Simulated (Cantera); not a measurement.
An isothermal, constant-pressure homogeneous reactor starts with H2 : O2 : N2 = 0.039 : 1 : 0.11 (molar parts), equivalence ratio 0.019, at 1375 K and 17.3 Torr.

Cantera simulation using GRI-Mech 3.0 (53 species, 325 reactions); the numbers are that mechanism's predictions, not measurements. Radical loss at walls, strong at low pressure, is not modelled. The temperature is held fixed by assumption; the heat of reaction is taken as removed at once.

x: mole fraction; the columns are a selection and need not sum to one.

```
t (s)         x H2   x O2     x NO2      x H     x N2O     x H2O      x OH
--------  --------  -----  --------  -------  --------  --------  --------
8.00e-6     0.0339  0.870    <1e-12        …    <1e-12  1.00e-10   1.55e-9
2.08e-5     0.0339  0.870    <1e-12        …    <1e-12   1.43e-9   8.01e-9
5.41e-5     0.0339  0.870    <1e-12        …    <1e-12   1.75e-8   3.63e-8
0.000141    0.0339  0.870    <1e-12        …    <1e-12   2.35e-7   2.17e-7
0.000366    0.0339  0.870    <1e-12        …    <1e-12   9.73e-6   6.18e-6
0.000953    0.0148  0.854    <1e-12  0.00326  6.41e-11    0.0145   0.00611
0.00248   0.000442  0.841    <1e-12  0.00310   1.56e-9    0.0300   0.00386
0.00645   0.000402  0.844  2.22e-12        …   3.08e-9    0.0305   0.00369
0.0168    0.000318  0.849  5.57e-12        …   3.69e-9    0.0313   0.00329
0.0437    0.000186  0.857  1.17e-11        …   4.28e-9    0.0325   0.00253
0.114      6.82e-5  0.864  2.28e-11        …   5.24e-9    0.0335   0.00154
0.296      1.63e-5  0.867  4.15e-11        …   6.25e-9    0.0341  0.000754
0.769      3.32e-6  0.868  6.21e-11        …   6.72e-9    0.0343  0.000341
2.00       7.24e-7  0.868  9.03e-11        …   6.28e-9    0.0344  0.000159
```

Q: Complete the blanks.

A: 
- 8.00e-6, x H: 5.22e-9
- 2.08e-5, x H: 1.04e-8
- 5.41e-5, x H: 2.22e-8
- 0.000141, x H: 9.14e-8
- 0.000366, x H: 2.38e-6
- 0.00645, x H: 0.00266
- 0.0168, x H: 0.00183
- 0.0437, x H: 0.000795
- 0.114, x H: 0.000172
- 0.296, x H: 1.98e-5
- 0.769, x H: 1.81e-6
- 2.00, x H: 1.85e-7
